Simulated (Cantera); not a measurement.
NO annealing gas

An isothermal, constant-pressure homogeneous reactor starts with 59.2 % NO, 32.5 % N2, 8.28 % H2O, at 1725 K and 100.0 Torr.

Model: GRI-Mech 3.0 (53 species, 325 reactions), integrated in Cantera.

| t (s) | x NO | x N2O | x O2 | x NO2 | x O | x N2 |
|---|---|---|---|---|---|---|
| 5.00e-5 | 0.592 | 2.67e-7 | 1.30e-10 | 1.13e-8 | 1.60e-7 | 0.325 |
| 0.000158 | 0.592 | 8.43e-7 | 9.31e-10 | 7.88e-8 | 2.31e-7 | 0.325 |
| 0.000500 | 0.592 | 2.64e-6 | 6.51e-9 | 5.19e-7 | 2.51e-7 | 0.325 |
| 0.00158 | 0.592 | 8.11e-6 | 6.75e-8 | 3.93e-6 | 3.76e-7 | 0.325 |
| 0.00500 | 0.592 | 2.33e-5 | 2.32e-6 | 2.93e-5 | 1.72e-6 | 0.325 |
| 0.0158 | 0.591 | 5.39e-5 | 7.99e-5 | 4.64e-5 | 5.22e-6 | 0.325 |
| 0.0500 | 0.591 | 7.64e-5 | 0.000323 | 3.48e-5 | 5.42e-6 | 0.326 |
| 0.158 | 0.590 | 7.88e-5 | 0.000932 | 4.76e-5 | 7.19e-6 | 0.326 |
| 0.500 | 0.586 | 7.99e-5 | 0.00288 | 7.66e-5 | 1.08e-5 | 0.328 |
| 1.58 | 0.573 | 7.81e-5 | 0.00900 | 0.000128 | 1.72e-5 | 0.335 |
| 5.00 | 0.536 | 6.87e-5 | 0.0273 | 0.000207 | 2.82e-5 | 0.353 |
x: mole fraction; the columns are a selection and need not sum to one.

Equilibrium at this temperature and pressure: NO 0.00336, N2O 6.32e-8, O2 0.294, NO2 4.28e-6, O 8.67e-5, N2 0.619 (gas phase only).
